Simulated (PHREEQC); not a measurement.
# Arsenic or selenium liquor

A solution holds 0.5 mmol/kgw H2SeO4 and 2.5 mmol/kgw NaCl, at 80 °C. Closed to the air; pH follows from the charge balance.

Equilibrium calculation in PHREEQC: ion-association model, wateq4f.dat.

```yaml
pH: 3.05
ionic_strength: 0.00390 mol/kgw
total_alkalinity: -1.00 meq/kg
```

```csv
species,molality,activity,log γ
Cl-,0.00250,0.00232,-0.033
Na+,0.00250,0.00232,-0.033
H+,0.000948,0.000884,-0.030
SeO4-2,0.000448,0.000331,-0.132
HSeO4-,5.24e-5,4.86e-5,-0.033
```

No solid was allowed to form. Away from 25 °C the constants follow the database's enthalpies or fits; those with neither stay at their 25 °C values.
